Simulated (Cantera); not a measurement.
Mixture: 27.4 % H2, 10.5 % O2, 62.1 % N2, equivalence ratio 1.3, at 21.0 bar, adiabatic and at constant pressure. Ignition delay is the time to a rise of 400 K.

Cantera simulation using the H2/O2 subset of GRI-Mech 3.0, which has no nitrogen chemistry; the numbers are that mechanism's predictions, not measurements. The hydrogen kinetics of GRI-Mech 3.0 are dated; newer H2 mechanisms differ, most at raised pressure. The pressure lies above the range GRI-Mech 3.0 was tuned for (to about 10 atm).

Question: Predict: delay at 1125 K; delay at 1325 K; delay at 1525 K; delay at 1725 K; apparent activation energy between 1625 and 1825 K.

Answer: 
| Quantity | Value |
|---|---|
| delay at 1125 K | 0.520 ms |
| delay at 1325 K | 9.39 µs |
| delay at 1525 K | 0.996 µs |
| delay at 1725 K | 0.493 µs |
| apparent activation energy between 1625 and 1825 K | 64 kJ/mol |
